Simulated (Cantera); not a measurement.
A Cantera script and its output.

```python
import numpy as np
import cantera as ct

gas = ct.Solution("gri30.yaml")
gas.TPX = 1500, 49000, {'CH4': 1, 'CO2': 0.31, 'H2': 0.28}
reactor = ct.IdealGasConstPressureReactor(gas, energy="off", clone=False)
net = ct.ReactorNet([reactor])
net.rtol, net.atol = 1e-08, 1e-18
show = ['CH4', 'CO2', 'H2', 'C2H', 'C2H6']
times = np.geomspace(2e-06, 50, 11)

steps = ct.SolutionArray(gas, extra=["t"])
rows = []
print(f"{'t/s':>10s}{'T/K':>9s}{'P/Pa':>11s}" + "".join(f"{s:>11s}" for s in show))
for t in times:
    while net.time < t:
        t_next = net.step()
        steps.append(gas.state, t=t_next)
    rows.append([np.interp(t, steps.t, y) for y in (steps.T, steps.P, *steps(*show).X.T)])
    print(f"{t:10.3e}{rows[-1][0]:9.1f}{rows[-1][1]:11.4g}" + "".join(f"{x:11.3e}" for x in rows[-1][2:]))
rate = np.gradient(steps.T, steps.t)
print("integrator steps:", len(steps.t))
if steps.T.max() > steps.T[0] + 200:
    print(f"time of steepest temperature rise: {steps.t[rate.argmax()]:.4e} s")
gas.TPX = 1500, 49000, {'CH4': 1, 'CO2': 0.31, 'H2': 0.28}
gas.equilibrate("TP")
print(f"equilibrium (TP): T = {gas.T:.1f} K  " + "  ".join(f"{s} {gas[s].X[0]:.3e}" for s in show))
```

Output:

```
       t/s      T/K       P/Pa        CH4        CO2         H2        C2H       C2H6
 2.000e-06   1500.0    4.9e+04  6.289e-01  1.950e-01  1.761e-01  2.144e-28  3.101e-12
 1.099e-05   1500.0    4.9e+04  6.289e-01  1.950e-01  1.761e-01  1.727e-24  5.709e-10
 6.034e-05   1500.0    4.9e+04  6.289e-01  1.950e-01  1.761e-01  1.132e-20  9.508e-08
 3.314e-04   1500.0    4.9e+04  6.288e-01  1.950e-01  1.762e-01  6.790e-17  1.183e-05
 1.821e-03   1500.0    4.9e+04  6.280e-01  1.948e-01  1.765e-01  5.108e-14  2.352e-04
 1.000e-02   1500.0    4.9e+04  6.220e-01  1.938e-01  1.799e-01  1.082e-11  7.667e-04
 5.493e-02   1500.0    4.9e+04  5.832e-01  1.856e-01  2.059e-01  3.865e-10  7.092e-04
 3.017e-01   1500.0    4.9e+04  4.291e-01  1.424e-01  3.071e-01  2.504e-09  3.630e-04
 1.657e+00   1500.0    4.9e+04  1.628e-01  3.193e-02  4.475e-01  7.080e-09  7.332e-05
 9.103e+00   1500.0    4.9e+04  6.795e-02  8.648e-03  5.433e-01  8.822e-09  2.613e-05
 5.000e+01   1500.0    4.9e+04  6.199e-02  2.395e-03  5.987e-01  6.161e-09  2.134e-05
integrator steps: 1268
equilibrium (TP): T = 1500.0 K  CH4 5.982e-02  CO2 1.318e-07  H2 6.148e-01  C2H 5.436e-09  C2H6 1.975e-05
```

Model: GRI-Mech 3.0 (53 species, 325 reactions), integrated in Cantera. GRI-Mech 3.0 stops at C3 and has no aromatics, soot or wall deposition, so with more carbon than oxygen in the feed, carbon stays in small species such as C2H2 where larger ones or solid carbon would form.
